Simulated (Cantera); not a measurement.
**Carbothermic reduction: PbO + C + CO**

Feed: 1 mol PbO, a varied amount of C, 0.022 mol CO, equilibrated at 2348 K and 70.0 Pa.

Method: chemical equilibrium by Gibbs-energy minimisation in Cantera with the NASA 1993 tables (ideal gas, pure condensed phases). Candidate condensed phases: C, Pb, PbO, PbO₂, Pb₃O₄; 15 gas species. Rates play no part.

| n(C) (mol) | x Pb | x CO | x O₂ | x CO₂ | x O | x PbO | n C(graphite) |
|---|---|---|---|---|---|---|---|
| 0.32 | 0.574 | 0.131 | 0.113 | 0.0743 | 0.0828 | 0.0253 | 0 |
| 0.45 | 0.564 | 0.189 | 0.0736 | 0.0868 | 0.0670 | 0.0201 | 0 |
| 0.64 | 0.545 | 0.285 | 0.0305 | 0.0842 | 0.0431 | 0.0125 | 0 |
| 0.89 | 0.512 | 0.434 | 0.00244 | 0.0363 | 0.0122 | 0.00332 | 0 |
| 1.3 | 0.495 | 0.505 | <1e-12 | 1.13e-9 | 3.26e-10 | 8.56e-11 | 0.300 |
| 1.8 | 0.495 | 0.505 | <1e-12 | 1.13e-9 | 3.26e-10 | 8.56e-11 | 0.800 |
| 2.5 | 0.495 | 0.505 | <1e-12 | 1.13e-9 | 3.26e-10 | 8.56e-11 | 1.50 |
| 3.5 | 0.495 | 0.505 | <1e-12 | 1.13e-9 | 3.26e-10 | 8.56e-11 | 2.50 |
x: gas mole fraction; n: condensed amount in mol.

From 0.32 mol C to 0.89 mol C nothing is condensed. From 1.3 mol C to 3.5 mol C the condensed part is C(graphite). The main Pb-bearing gas is Pb throughout.
